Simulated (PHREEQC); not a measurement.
Spent oxide etchant

Consider water at 25 °C with 0.25 mol/kgw NH4HF2 and 0.00019 mol/kgw (NH4)2SiF6. Closed to the air; pH follows from the charge balance.

Computed with PHREEQC (ion-association model, phreeqc.dat).

Each row changes one thing in this solution. This is a speciation only: nothing precipitates in the calculation.

| case | pH | ionic strength (mol/kgw) | F- (mol/kgw) | HF (mol/kgw) | HF2- (mol/kgw) | NH3 (mol/kgw) |
|---|---|---|---|---|---|---|
| as made | 3.00 | 0.252 | 0.158 | 0.155 | 0.0932 | 8.78e-8 |
| (NH4)2SiF6 from 0.00019 to 0.000171 mol/kgw | 3.00 | 0.252 | 0.158 | 0.155 | 0.0932 | 8.78e-8 |
| (NH4)2SiF6 replaced by NH4Br at the same molality | 3.00 | 0.252 | 0.158 | 0.155 | 0.0932 | 8.78e-8 |
| temperature from 25 to 90 °C | ? | 0.251 | 0.154 | ? | 0.0962 | 1.20e-5 |
| NH4HF2 from 0.25 to 0.025 mol/kgw | 3.13 | 0.0264 | 0.0238 | 0.0221 | 0.00202 | 1.66e-8 |
| NH4HF2 left out | 3.45 | 0.000749 | 0.000746 | 0.000387 | 1.11e-6 | 5.87e-10 |
| 0.004 mol/kgw KHF2 added | 2.99 | ? | 0.160 | 0.157 | ? | 8.73e-8 |
| 0.016 mol/kgw Na2B4O7 added | 4.10 | 0.281 | 0.204 | 0.0155 | 0.0120 | 1.09e-6 |
| 0.0032 mol/kgw NaHS added | 3.01 | 0.255 | 0.161 | 0.152 | 0.0931 | 9.09e-8 |

Problem. What belongs in the gaps?

Solution. 
- temperature from 25 to 90 °C, pH: 3.53
- temperature from 25 to 90 °C, HF (mol/kgw): 0.153
- 0.004 mol/kgw KHF2 added, ionic strength (mol/kgw): 0.256
- 0.004 mol/kgw KHF2 added, HF2- (mol/kgw): 0.0954

Some of these states are supersaturated (in Quartz (slow to form), for instance). At this temperature some constants are extrapolated from 25 °C, and those without enthalpy data are left unchanged. SiF6-2 is the database's only silicon fluoride. Real BF4- forms and hydrolyses slowly; the run takes it at equilibrium.
